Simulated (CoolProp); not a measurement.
R123 along the isotherm 226.85 °C: Z from the reference equation and from simpler models built on Tc = 183.7 °C, pc = 3662 kPa, ω = 0.282; each cubic takes its own stable root.

Model: reference Helmholtz-energy equation of state, Younglove 1994, in CoolProp. It is a modified Benedict-Webb-Rubin equation, recast in Helmholtz form.

| p (kPa) | phase | reference | van der Waals | Redlich-Kwong |
|---|---|---|---|---|
| 343 | gas | 0.9764 | 0.9773 | 0.9751 |
| 687 | gas | 0.9520 | 0.9537 | 0.9495 |
| 1030 | gas | 0.9269 | 0.9292 | 0.9232 |
| 1370 | gas | 0.9011 | 0.9038 | 0.8964 |
| 1720 | gas | 0.8737 | 0.8765 | 0.8677 |
| 2060 | gas | 0.8461 | 0.8484 | 0.8388 |
| 2400 | gas | 0.8174 | 0.8187 | 0.8088 |
| 2750 | gas | 0.7866 | 0.7860 | 0.7765 |
| 3090 | gas | 0.7554 | 0.7517 | 0.7435 |
| 3430 | gas | 0.7229 | 0.7143 | 0.7087 |
| 3780 | supercritical | 0.6877 | 0.6716 | 0.6708 |
| 4120 | supercritical | 0.6519 | 0.6247 | 0.6317 |
| 4460 | supercritical | 0.6143 | 0.5707 | 0.5902 |
| 4810 | supercritical | 0.5737 | 0.5092 | 0.5458 |
| 5150 | supercritical | 0.5332 | 0.4595 | 0.5038 |
| 5490 | supercritical | 0.4934 | 0.4355 | 0.4682 |
